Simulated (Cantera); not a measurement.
What does this Cantera script print?

```python
import numpy as np
import cantera as ct

gas_names = """
    H HO2 H2 H2O H2O2 O OH O2 O3 Ti TiO TiO2
""".split()
cond_names = """
    H2O(s) H2O(L) Ti(a) Ti(b) Ti(L) TiO(a) TiO(b) TiO(L) TiO2(ru) TiO2(L) Ti2O3(a) Ti2O3(b) Ti2O3(L)
    Ti3O5(a) Ti3O5(b) Ti3O5(L) Ti4O7(s) Ti4O7(L)
""".split()


# ... load() reads the species with a 1 bar reference pressure and builds the phases ...
atoms = {
    'TiO2': {'Ti': 1, 'O': 2},
    'H2': {'H': 2},
    'H2O': {'H': 2, 'O': 1},
}
top_T = {}  # K; cautious upper limits of use, not melting points


# ... equilibrate(T, P, feed) seeds the gas with the atoms and calls Mixture.equilibrate('TP', solver="vcs", rtol=1e-11, max_steps=5000) ...
results = []
feed = {'TiO2': 1, 'H2': 0.73, 'H2O': 0.12}  # mol
T = 1923  # K
P = 240000  # Pa
mix = equilibrate(T, P, feed)
results.append((T, P, feed, dict(zip(mix.species_names, mix.species_moles))))
x = sorted(zip(gas.X, gas.species_names), reverse=True)
print(f"T = {T:g} K  P = {P:g} Pa  gas = {mix.phase_moles(0):.4g} mol")
print("   x: " + "  ".join(f"{s} {v:.3e}" for v, s in x if v > 1e-05))
print("   condensed (mol): " + ("  ".join(f"{mix.phase(i).name} {mix.phase_moles(i):.4g}"
      for i in range(1, mix.n_phases) if mix.phase_moles(i) > 1e-12) or "none"))
```

It prints:

```
T = 1923 K  P = 240000 Pa  gas = 0.8502 mol
   x: H2 8.393e-01  H2O 1.601e-01  H 5.571e-04
   condensed (mol): TiO2(ru) 0.9355  Ti4O7(s) 0.01614
```

Method: chemical equilibrium by Gibbs-energy minimisation in Cantera with the NASA 1993 tables (ideal gas, pure condensed phases). Mutual solubility and eutectic melting of coexisting phases are not modelled. Condensed phases not in the tables: Magnéli phases beyond Ti4O7. Gases not in the tables: TiO(OH)2.
